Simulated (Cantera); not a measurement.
Feed: 1 mol S, 0.028 mol O2, 0.32 mol N2, at 3373 K and 4.80 bar.

Method: chemical equilibrium by Gibbs-energy minimisation in Cantera with the NASA 1993 tables (ideal gas, pure condensed phases). Candidate condensed phases: S; 17 gas species. Kinetics and transport are ignored.

Base state: S2 0.407, N2 0.340, S 0.195, SO 0.0515, SO2 0.00258, S2O 0.00153, SN 0.00149, O 0.000877 (mole fractions); condensed: gas only.

### Question
What changes in the equilibrium state with this change: S replaced by HF?

### Answer
| species | before | after |
|---|---|---|
| HF | 0 | 0.694 |
| N2 | 0.340 | 0.228 |
| F | 0 | 0.0293 |
| S2 | 0.407 | 0 |
| S | 0.195 | 0 |
| SO | 0.0515 | 0 |
| H | 0 | 0.0107 |
| O | 0.000877 | 0.0126 |
| OH | 0 | 0.00571 |
| H2O | 0 | 0.00357 |
| H2 | 0 | 0.00287 |
| SO2 | 0.00258 | 0 |
Further candidate phases: H2O.

### Question
What changes in the equilibrium state with this change: pressure from 4.80 bar to 0.120 bar?

### Answer
| species | before | after |
|---|---|---|
| S | 0.195 | 0.596 |
| N2 | 0.340 | 0.263 |
| S2 | 0.407 | 0.0953 |
| SO | 0.0515 | 0.0363 |
| S2O | 0.00153 | 8.23e-5 |
| O | 0.000877 | 0.00807 |
| SO2 | 0.00258 | 0.000417 |

### Question
What changes in the equilibrium state with this change: 0.0047 mol H2S added?

### Answer
| species | before | after |
|---|---|---|
| S2 | 0.407 | 0.402 |
| N2 | 0.340 | 0.337 |
| S | 0.195 | 0.193 |
| SH | 0 | 0.00515 |
| H | 0 | 0.00379 |
| SO | 0.0515 | 0.0509 |
| H2 | 0 | 0.000359 |
| OH | 0 | 0.000140 |
| H2S | 0 | 3.23e-5 |
| H2O | 0 | 3.10e-5 |
Further candidate phases: H2O, H2SO4.
